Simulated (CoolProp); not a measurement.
Vapour-liquid equilibrium of C2F6 (R116) (1) + R143a (2) at 213.3 K; x and y are mole fractions of (1).

Computed with CoolProp (multi-fluid Helmholtz-energy mixture model, Lemmon 2006 and Lemmon and Jacobsen 2000; pair parameters Bell 2016).

| x | bubble pressure, mixture model (MPa) | bubble pressure, Raoult's law (MPa) | y, mixture model | y, Raoult's law |
|---|---|---|---|---|
| 0.05 | ___ | 0.06310 | 0.399 | 0.195 |
| 0.125 | 0.1251 | 0.07751 | 0.607 | 0.396 |
| 0.2 | 0.1539 | 0.09191 | 0.696 | 0.534 |
| 0.275 | 0.1749 | 0.1063 | 0.745 | 0.635 |
| 0.35 | 0.1901 | 0.1207 | 0.776 | 0.712 |
| 0.425 | 0.2013 | 0.1351 | 0.798 | 0.772 |
| 0.5 | 0.2099 | 0.1495 | 0.816 | 0.821 |
| 0.575 | 0.2168 | 0.1639 | 0.831 | 0.861 |
| 0.65 | ___ | 0.1783 | 0.846 | 0.895 |
| 0.725 | 0.2288 | 0.1927 | 0.864 | 0.924 |
| 0.8 | 0.2344 | 0.2071 | 0.886 | 0.948 |
| 0.875 | 0.2397 | 0.2215 | 0.916 | 0.970 |
| 0.95 | ___ | 0.2360 | 0.959 | 0.989 |

What belongs in the gaps?


- 0.05, bubble pressure, mixture model (MPa): 0.08617
- 0.65, bubble pressure, mixture model (MPa): 0.2230
- 0.95, bubble pressure, mixture model (MPa): 0.2440

The largest gap from Raoult's law is +67.4 % in bubble pressure, at x = 0.2. No azeotrope shows between x = 0.05 and 0.95.

Pair parameters are fitted to limited data, so mixtures are less certain than the pure fluids. With so large a gap from Raoult's law the liquid may split in two, which this calculation doesn't test in full.
